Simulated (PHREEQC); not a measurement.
**Alkaline etch or developer (model solution)**

Make-up at 25 °C: 0.015 mol/kgw NH3, 8.1e-07 mol/kgw H4SiO4 and 0.00012 mol/kgw Na2CO3. Closed to the air; pH follows from the charge balance.

All values are PHREEQC results (ion-association model, phreeqc.dat), not measurements.

This is a speciation only: nothing precipitates in the calculation.

### Question
What pH does the model give?

### Answer
pH 10.71.

### Question
In which forms is Si present?

### Answer
H3SiO4- 88 %, H4SiO4 11 % of the Si.
